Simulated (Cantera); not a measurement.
What does this Cantera script print?

```python
import numpy as np
import cantera as ct

gas_names = [...]  # 47 gases of nasa_gas.yaml made of H, N, O
cond_names = """
    H2O(s) H2O(L)
""".split()


# ... load() reads the species with a 1 bar reference pressure and builds the phases ...
atoms = {
    'N2O': {'N': 2, 'O': 1},
    'H2O': {'H': 2, 'O': 1},
    'H2': {'H': 2},
}
top_T = {}  # K; cautious upper limits of use, not melting points


# ... equilibrate(T, P, feed) seeds the gas with the atoms and calls Mixture.equilibrate('TP', solver="vcs", rtol=1e-11, max_steps=5000) ...
results = []
feed = {'N2O': 1, 'H2O': 4.2, 'H2': 0.25}  # mol
P = 101325  # Pa
for T in [2500, 2750, 3000, 3250, 3500, 3750, 4000, 4250, 4500, 4750, 5000]:
    mix = equilibrate(T, P, feed)
    results.append((T, P, feed, dict(zip(mix.species_names, mix.species_moles))))

top = {s: max(r[3][s] / sum(r[3][g] for g in gas_names) for r in results) for s in gas_names}
cols = sorted((s for s in top if top[s] > 1e-06), key=lambda s: -top[s])[:5]
seen = [c for c in cond_names if any(r[3].get(c, 0) > 1e-12 for r in results)]
print("log10 of partial pressures in bar; condensed amounts in mol")
print(f"{'T/K':>10s}" + "".join(f"{s[:9]:>10s}" for s in cols + seen))
for T, P, feed, n in results:
    ng = sum(n[g] for g in gas_names)
    print(f"{T:10.4g}" + "".join(f"{np.log10(max(n[s] / ng * P / 1e5, 1e-99)):10.3f}" for s in cols)
          + "".join(f"{n.get(c, 0):10.4g}" for c in seen))
```

Output:

```
log10 of partial pressures in bar; condensed amounts in mol
       T/K       H2O         H         O        N2        H2
      2500    -0.139    -2.480    -2.444    -0.776    -1.760
      2750    -0.186    -1.834    -1.947    -0.795    -1.338
      3000    -0.280    -1.327    -1.524    -0.830    -1.050
      3250    -0.446    -0.937    -1.173    -0.889    -0.887
      3500    -0.715    -0.651    -0.900    -0.967    -0.844
      3750    -1.107    -0.459    -0.709    -1.051    -0.920
      4000    -1.609    -0.345    -0.592    -1.118    -1.095
      4250    -2.173    -0.285    -0.529    -1.158    -1.331
      4500    -2.747    -0.256    -0.497    -1.181    -1.589
      4750    -3.299    -0.241    -0.482    -1.197    -1.844
      5000    -3.814    -0.235    -0.474    -1.213    -2.086
```

Cantera equilibrium calculation (NASA polynomials, part measured and part estimated; ideal gas, pure solids and liquids).
